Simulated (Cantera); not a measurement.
**Stirred combustor or abatement burner**

A perfectly stirred reactor is fed with CH4 : O2 : N2 : CO2 = 1 : 1.25 : 4.7 : 0.48 (molar parts), equivalence ratio 1.6, at 0.987 atm; it is adiabatic with a 650 K inlet, and is followed from long to short residence time, starting on the burning branch (τ in s: 0.43, 0.16, 0.059, 0.022, 0.0081, 0.003, 0.0011, 0.00042, 0.00016, 5.8e-05).

Cantera simulation using GRI-Mech 3.0 (53 species, 325 reactions); the numbers are that mechanism's predictions, not measurements.

```tsv
τ (s)	T (K)	x CH4	x O2	x HCO	x C2H4	x CO	x NO
0.43	1954	0.000391	6.56e-5	3.29e-8	5.44e-7	0.114	5.90e-5
0.16	1955	0.000762	0.000159	5.54e-8	2.35e-6	0.113	6.42e-5
0.059	1956	0.00129	0.000369	1.09e-7	8.10e-6	0.111	6.22e-5
0.022	1954	0.00190	0.000805	2.34e-7	2.25e-5	0.109	5.52e-5
0.0081	1947	0.00263	0.00171	5.37e-7	5.58e-5	0.106	4.47e-5
0.0030	1928	0.00370	0.00366	1.25e-6	0.000134	0.103	3.06e-5
0.0011	1880	0.00635	0.00895	2.92e-6	0.000380	0.0980	1.28e-5
0.00042	650	0.135	0.168	<1e-12	<1e-12	<1e-12	<1e-12
0.00016	650	0.135	0.168	<1e-12	<1e-12	<1e-12	<1e-12
5.8e-5	650	0.135	0.168	<1e-12	<1e-12	<1e-12	<1e-12
```
x: mole fraction; the columns are a selection and need not sum to one.
